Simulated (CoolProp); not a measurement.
A single-stage vapour-compression cycle with R227EA: evaporating at 219.15 K (dew point), condensing at 239.15 K (bubble point), superheat 0 K, subcooling 5 K, compressor efficiency 0.9, no pressure losses. Each further row changes one setting.

The numbers come from the reference Helmholtz-energy equation of state, Lemmon 2016 in CoolProp.

| case | cooling COP | pressure ratio | discharge temperature (K) | refrigerating effect (kJ/kg) | volumetric capacity (kJ/m³) |
|---|---|---|---|---|---|
| as stated | 9.45 | 3.13 | 240.7 | 131 | 175 |
| evaporating temperature 224.15 K | 13.2 | 2.30 | 240.0 | 135 | 240 |
| condensing temperature 234.15 K | 12.9 | 2.40 | 235.6 | 137 | 182 |
| subcooling 10 K | 9.83 | 3.13 | 240.7 | 137 | 182 |
| superheat 10 K | 9.49 | 3.13 | 250.9 | 138 | 176 |
| compressor efficiency 0.8 | 8.40 | 3.13 | 243.1 | 131 | 175 |
